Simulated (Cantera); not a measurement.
## Thermodynamics of calcination and drying, feed K2SO4 + H2O

Feed: 1 mol K2SO4, 0.062 mol H2O, at 1850 °C.

Equilibrium computed with Cantera from the NASA thermochemical tables; the gas is ideal and each condensed phase is pure. Candidate condensed phases: H2O, H2SO4, K, KOH, KO2, K2O, K2O2, K2S, K2SO4, S; 26 gas species. Rates play no part.

```
P (Pa)   log p H2O  log p K  log p KOH  log p SO2  log p O2  log p K2SO4  log p O  log p SO  log p KO  n K2SO4(l)
-------  ---------  -------  ---------  ---------  --------  -----------  -------  --------  --------  ----------
10           -6.33    -4.33      -7.09      -4.67     -4.69       -14.60    -5.13     -5.70     -7.51           0
36           -5.59    -3.77      -6.00      -4.09     -4.10       -12.29    -4.84     -5.41     -6.65           0
130          -5.01    -3.21      -5.01      -3.51     -3.52       -10.02    -4.55     -5.12     -5.80           0
460          -4.62    -2.66      -4.13      -2.95     -2.96        -7.81    -4.27     -4.84     -4.97           0
1700         -4.50    -2.10      -3.36      -2.37     -2.39        -5.54    -3.98     -4.55     -4.13           0
6000         -4.60    -1.56      -2.74      -1.82     -1.85        -3.36    -3.71     -4.27     -3.31           0
22000        -4.30    -1.09      -2.00      -1.33     -1.37        -1.45    -3.47     -4.02     -2.61           0
77000        -0.75    -1.49      -0.55      -0.81     -1.07        -1.44    -3.32     -3.64     -2.86       0.962
280000        0.24    -1.75      -0.25      -0.54     -0.83        -1.44    -3.20     -3.49     -3.00       0.990
1000000       0.92    -1.93      -0.05      -0.35     -0.65        -1.44    -3.11     -3.40     -3.09       0.997
```
log p: log10 of the partial pressure in bar; n: condensed amount in mol.

From 10.0 Pa to 22000 Pa nothing is condensed. From 77000 Pa to 1000000 Pa the condensed part is K2SO4(l). The main K-bearing gas is K at 10.0 Pa and KOH at 1000000 Pa.
